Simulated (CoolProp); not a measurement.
Vapour-liquid equilibrium of CH2F2 (R32) (1) + R142b (2) at 225.6 K; x and y are mole fractions of (1).

The numbers come from the multi-fluid Helmholtz-energy mixture model, Tillner-Roth 1997 and Lemmon 2006; pair parameters Bell 2016 in CoolProp.

Problem. Give the bubble pressure and the first vapour's composition at x = 0.2, 0.5, 0.8. Is there an azeotrope?

Solution. x = 0.2: 0.04625 MPa, y = 0.724; x = 0.5: 0.08298 MPa, y = 0.893; x = 0.8: 0.1077 MPa, y = 0.955. No azeotrope shows between x = 0.05 and 0.95.

The pair parameters rest on a limited set of measurements; away from them the model extrapolates.
